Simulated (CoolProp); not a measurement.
Values from CoolProp's reference Helmholtz-energy equation of state, Lemmon 2005. It is a short technical equation, of lower accuracy than the large ones.

Problem. For isobutene, give the phase and the cp (kJ/(kg K)), expansivity (1/kK) at -6.55 °C and 34.5 bar; 201.45 °C and 34.5 bar.

Solution. 
- -6.55 °C and 34.5 bar: liquid; cp 2.21, expansivity 1.74
- 201.45 °C and 34.5 bar: gas; cp 2.61, expansivity 4.71
